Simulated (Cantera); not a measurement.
# Equilibrium for silicon oxide and oxynitride deposition: HMDSO + H2O + N2

Feed: 1 mol HMDSO, 0.37 mol H2O, 4.7 mol N2, at 1250 K and 230 Pa.

These are equilibrium values from Cantera (NASA tables, ideal gas, pure condensed phases), not measurements of a reactor. Candidate condensed phases: C, C6H6, C7H8, C8H18, H2O, Si, SiC, SiO2, Si2N2O, Si3N4; 151 gas species. The feed counts by its element totals alone. N2 is the only nitrogen source here; it is nearly inert below about 1500 K, so the nitride shown seldom forms there in practice. Rates play no part.

```yaml
x(H2): 0.697
x(N2): 0.275
x(CO): 0.0275
x(HCN): 5.55e-5
x(CH4): 1.23e-5
x(H): 8.42e-6
n(C(graphite)): 5.63 mol
n(Si2N2O(s)): 1.000 mol
gas_amount: 13.44 mol
log10 activity of Si(s) (absent): -4.07
```
